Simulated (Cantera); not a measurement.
Mixture: 4.27 % CH4, 2.31 % CO, 19.0 % O2, 71.3 % N2, 3.12 % H2, equivalence ratio 0.59, at 5.00 bar, adiabatic and at constant volume. Ignition delay is the time to a rise of 400 K.

Detailed kinetics in Cantera: GRI-Mech 3.0 (53 species, 325 reactions).

Problem. Predict: delay at 1223 K; delay at 1373 K; delay at 1523 K; delay at 1673 K; apparent activation energy between 1598 and 1748 K.

Solution. 
```
Quantity                                                 Value
--------------------------------------------------  ----------
delay at 1223 K                                       0.245 ms
delay at 1373 K                                        75.6 µs
delay at 1523 K                                        30.2 µs
delay at 1673 K                                        14.2 µs
apparent activation energy between 1598 and 1748 K  110 kJ/mol
```
